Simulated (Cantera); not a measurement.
Source: NASA polynomial tables (part measured, part estimated), evaluated in Cantera. Values are per mole of reaction as written; species without (g) are pure solids or liquids, kept so even where they would boil at 1 bar.

V + O2(g) → 0.5 V2O4

| T (K) | ΔH° (kJ) | ΔS° (J/K) | ΔG° (kJ) | log10 K |
|---|---|---|---|---|
| 300 | -713.6 | -182.3 | -658.9 | 114.72 |
| 823 | (withheld) | (withheld) | (withheld) | (withheld) |
| 923 | -700.7 | -155.0 | -557.7 | 31.56 |
| 1023 | -699.2 | -153.4 | -542.3 | 27.69 |
| 1123 | -697.6 | -151.9 | -527.0 | 24.51 |
| 1223 | -696.1 | -150.6 | -511.9 | 21.86 |
| 1323 | (withheld) | (withheld) | (withheld) | (withheld) |
| 1423 | -693.1 | -148.4 | -482.0 | 17.69 |
| 1523 | -691.7 | -147.4 | -467.2 | 16.02 |
| 1623 | -690.3 | -146.5 | -452.5 | 14.56 |

Problem. What belongs in the gaps?

Solution. 
- 823, ΔH° (kJ): -702.2
- 823, ΔS° (J/K): -156.7
- 823, ΔG° (kJ): -573.3
- 823, log10 K: 36.38
- 1323, ΔH° (kJ): -694.6
- 1323, ΔS° (J/K): -149.4
- 1323, ΔG° (kJ): -496.9
- 1323, log10 K: 19.62
